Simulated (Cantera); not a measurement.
Input: 1 mol Si3N4, 0.64 mol H2O, 220 mol N2, held at 1673.15 K and 1 atm.

Method: chemical equilibrium by Gibbs-energy minimisation in Cantera with the NASA 1993 tables (ideal gas, pure condensed phases). Candidate condensed phases: H2O, Si, SiO2, Si2N2O, Si3N4; 35 gas species. Mutual solubility and eutectic melting of coexisting phases are not modelled. Rates play no part.

Base state: N2 0.997, H2 0.00289 (mole fractions); condensed: Si2N2O(s) + Si3N4(s).

**Question.** What changes in the equilibrium state with this change: H2O from 0.64 to 1.1 mol?

**Answer.** 
```csv
species,before,after
N2,0.997,0.995
H2,0.00289,0.00496
"Si2N2O(s), mol",0.639,1.10
"Si3N4(s), mol",0.574,0.267
```
